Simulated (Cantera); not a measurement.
Input (Python, Cantera) and output of one run.

```python
import numpy as np
import cantera as ct

gas_names = """
    AL ALCL ALCL2 ALCL3 ALO ALOCL ALO2 AL2 AL2CL6 AL2O AL2O2 CL CLO CL2 O O2 O3
""".split()
cond_names = """
    AL(cr) AL(L) ALCL3(s) ALCL3(L) AL2O3(a) AL2O3(L)
""".split()


# ... load() reads the species with a 1 bar reference pressure and builds the phases ...
atoms = {
    'Al2O3': {'AL': 2, 'O': 3},
    'Cl2': {'CL': 2},
}
top_T = {}  # K; cautious upper limits of use, not melting points


# ... equilibrate(T, P, feed) seeds the gas with the atoms and calls Mixture.equilibrate('TP', solver="vcs", rtol=1e-11, max_steps=5000) ...
results = []
feed = {'Al2O3': 1, 'Cl2': 0.027}  # mol
P = 8200  # Pa
for T in [825, 875, 925, 975, 1025, 1075, 1125, 1175, 1225]:
    mix = equilibrate(T, P, feed)
    results.append((T, P, feed, dict(zip(mix.species_names, mix.species_moles))))
    x = sorted(zip(gas.X, gas.species_names), reverse=True)
    print(f"T = {T:g} K  P = {P:g} Pa  gas = {mix.phase_moles(0):.4g} mol")
    print("   x: " + "  ".join(f"{s} {v:.3e}" for v, s in x if v > 1e-06))
    print("   condensed (mol): " + ("  ".join(f"{mix.phase(i).name} {mix.phase_moles(i):.4g}"
          for i in range(1, mix.n_phases) if mix.phase_moles(i) > 1e-12) or "none"))
```

It prints:

```
T = 825 K  P = 8200 Pa  gas = 0.027 mol
   x: CL2 9.999e-01  CL 5.736e-05  ALCL3 1.757e-06  O2 1.317e-06
   condensed (mol): AL2O3(a) 1
T = 875 K  P = 8200 Pa  gas = 0.027 mol
   x: CL2 9.998e-01  CL 1.608e-04  ALCL3 5.779e-06  O2 4.330e-06
   condensed (mol): AL2O3(a) 1
T = 925 K  P = 8200 Pa  gas = 0.02701 mol
   x: CL2 9.996e-01  CL 4.040e-04  ALCL3 1.667e-05  O2 1.249e-05
   condensed (mol): AL2O3(a) 1
T = 975 K  P = 8200 Pa  gas = 0.02701 mol
   x: CL2 9.990e-01  CL 9.242e-04  ALCL3 4.305e-05  O2 3.223e-05
   condensed (mol): AL2O3(a) 1
T = 1025 K  P = 8200 Pa  gas = 0.02703 mol
   x: CL2 9.979e-01  CL 1.952e-03  ALCL3 1.011e-04  O2 7.568e-05
   condensed (mol): AL2O3(a) 1
T = 1075 K  P = 8200 Pa  gas = 0.02705 mol
   x: CL2 9.958e-01  CL 3.846e-03  ALCL3 2.187e-04  O2 1.637e-04
   condensed (mol): AL2O3(a) 1
T = 1125 K  P = 8200 Pa  gas = 0.0271 mol
   x: CL2 9.921e-01  CL 7.136e-03  ALCL3 4.405e-04  O2 3.295e-04  CLO 1.702e-06
   condensed (mol): AL2O3(a) 1
T = 1175 K  P = 8200 Pa  gas = 0.02718 mol
   x: CL2 9.860e-01  CL 1.255e-02  ALCL3 8.326e-04  O2 6.226e-04  CLO 3.708e-06
   condensed (mol): AL2O3(a) 1
T = 1225 K  P = 8200 Pa  gas = 0.0273 mol
   x: CL2 9.763e-01  CL 2.106e-02  ALCL3 1.487e-03  O2 1.111e-03  CLO 7.546e-06
   condensed (mol): AL2O3(a) 1
```

Method: chemical equilibrium by Gibbs-energy minimisation in Cantera with the NASA 1993 tables (ideal gas, pure condensed phases). Condensed phases not in the tables: AlOCl.
